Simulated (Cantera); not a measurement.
A Cantera script and its output.

```python
import numpy as np
import cantera as ct

gas = ct.Solution("gri30.yaml")


def delay(T, t_max=10):
    gas.TPX = T, 61000, {'CH4': 1, 'CO': 0.13, 'O2': 3.44, 'N2': 16.5, 'H2O': 0.86}
    reactor = ct.IdealGasConstPressureReactor(gas, clone=False)
    net = ct.ReactorNet([reactor])
    net.rtol, net.atol = 1e-8, 1e-16
    while net.time < t_max:
        t_old, T_old = net.time, reactor.T
        net.step()
        if reactor.T > T + 400:  # ignition: a rise of 400 K
            return t_old + (T + 400 - T_old) / (reactor.T - T_old) * (net.time - t_old)
    return np.nan


taus = []
for T in [1225, 1300, 1375, 1450, 1525, 1600, 1675]:
    taus.append(delay(T))
    print(f"T0 = {T:6g} K   tau = {taus[-1]:.4e} s")
```

Result:

```
T0 =   1225 K   tau = 5.1281e-02 s
T0 =   1300 K   tau = 1.8204e-02 s
T0 =   1375 K   tau = 7.0811e-03 s
T0 =   1450 K   tau = 3.0435e-03 s
T0 =   1525 K   tau = 1.4527e-03 s
T0 =   1600 K   tau = 7.6382e-04 s
T0 =   1675 K   tau = 4.3494e-04 s
```

Computed with Cantera and GRI-Mech 3.0 (53 species, 325 reactions).
